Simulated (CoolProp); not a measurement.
Computed with CoolProp (reference Helmholtz-energy equation of state, Setzmann 1991).

Question: Give the vapour pressure (MPa), enthalpy of vaporisation (kJ/kg), surface tension (mN/m) of saturated methane at 124.9 K.

Answer: 
| T (K) | p (MPa) | enthalpy of vaporisation (kJ/kg) | surface tension (mN/m) |
|---|---|---|---|
| 124.9 | 0.267 | 484 | 10.4 |

Surface tension comes from a separate correlation (Mulero 2012).
